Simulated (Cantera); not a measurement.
Feed: 1 mol ZrO2, 0.71 mol H2, 3.8 mol H2O, held at 2330 Torr.

Cantera equilibrium calculation (NASA polynomials, part measured and part estimated; ideal gas, pure solids and liquids). Candidate condensed phases: H2O, Zr, ZrO2; 12 gas species. Rates play no part.

log p: log10 of the partial pressure in bar; n: condensed amount in mol.

```csv
T (K),log p H2O,log p H2,log p H,log p OH,n ZrO2(monoclinic),n ZrO2(tetragonal)
1275,0.42,-0.31,-6.29,(withheld),1.00,0
1375,0.42,-0.31,-5.62,(withheld),1.00,0
1475,0.42,-0.31,-5.04,(withheld),1.00,0
1575,0.42,-0.31,-4.54,(withheld),0,1.00
1675,0.42,-0.31,-4.09,(withheld),0,1.00
1775,0.42,-0.31,-3.69,(withheld),0,1.00
1875,0.42,-0.31,-3.34,(withheld),0,1.00
1975,0.42,-0.31,-3.02,(withheld),0,1.00
2075,0.42,-0.31,-2.73,(withheld),0,1.00
2175,0.42,-0.31,-2.47,(withheld),0,1.00
```

**Question.** Complete the blanks.

**Answer.** 
- 1275, log p OH: -7.49
- 1375, log p OH: -6.64
- 1475, log p OH: -5.90
- 1575, log p OH: -5.25
- 1675, log p OH: -4.68
- 1775, log p OH: -4.17
- 1875, log p OH: -3.72
- 1975, log p OH: -3.31
- 2075, log p OH: -2.94
- 2175, log p OH: -2.61
